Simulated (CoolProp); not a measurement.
Saturation properties of sulfur hexafluoride.

The numbers come from the reference Helmholtz-energy equation of state, Guder 2009 in CoolProp.

| T (°C) | p (MPa) | liquid cp (kJ/(kg K)) | surface tension (mN/m) | liquid viscosity (µPa s) | vapour viscosity (µPa s) | liquid conductivity (mW/(m K)) |
|---|---|---|---|---|---|---|
| -43.65 | 0.2954 | 0.8557 | 10.6 | 376 | 12.2 | 74.9 |
| -38.85 | 0.3562 | 0.8711 | 9.91 | 350 | 12.5 | 73.6 |
| -33.95 | 0.4275 | 0.8875 | 9.18 | 324 | 12.8 | 72.2 |
| -29.15 | 0.5072 | 0.9042 | 8.48 | 301 | 13.0 | 70.8 |
| -24.25 | 0.5996 | 0.9222 | 7.78 | 278 | 13.3 | 69.4 |
| -19.45 | 0.7017 | 0.9410 | 7.11 | 257 | 13.6 | 67.9 |
| -14.55 | 0.8187 | 0.9618 | 6.43 | 237 | 13.9 | 66.4 |
| -9.65 | 0.9496 | 0.9847 | 5.77 | 218 | 14.2 | 64.9 |
| -4.85 | 1.092 | 1.010 | 5.14 | 201 | 14.6 | 63.3 |
| 0.05 | 1.253 | 1.039 | 4.51 | 185 | 14.9 | 61.7 |

Viscosity comes from a separate model (Quiñones-Cisneros 2012). Thermal conductivity comes from a separate model (Assael 2012). Surface tension comes from a separate correlation (Mulero 2012).
